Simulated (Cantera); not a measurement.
Input: 1 mol SiH4, a varied amount of NH3, 0.11 mol H2, equilibrated at 130 Pa.

These are equilibrium values from Cantera (NASA tables, ideal gas, pure condensed phases), not measurements of a reactor. Candidate condensed phases: Si, Si3N4; 18 gas species. Mutual solubility and eutectic melting of coexisting phases are not modelled. Kinetics and transport are ignored.

Stable condensed phases, one row left out:

```
T in °C \ n(NH3) in mol
         0.68 0.87  1.1  1.4  1.8  2.2  2.8  3.6
   1850     A    A    A    A    A    B    B    B
   1700     A    A    A    A    A    A    A    A
   1550     A    A    A    A    A    A    A    A
   1400     A    A    A    A    A    A    A    A
   1100     C    C    C    D    D    D    D    D
    950     C    C    C    D    D    D    D    D
    800     C    C    C    D    D    D    D    D
    650     C    C    C    D    D    D    D    D
    500     C    C    C    D    D    D    D    D
```

A: Si; B: gas only; C: Si + Si3N4; D: Si3N4.

**Question.** Give the row for 1250 °C.

**Answer.** 0.68: Si + Si3N4; 0.87: Si + Si3N4; 1.1: Si + Si3N4; 1.4: Si + Si3N4; 1.8: Si + Si3N4; 2.2: Si3N4; 2.8: Si3N4; 3.6: Si3N4.
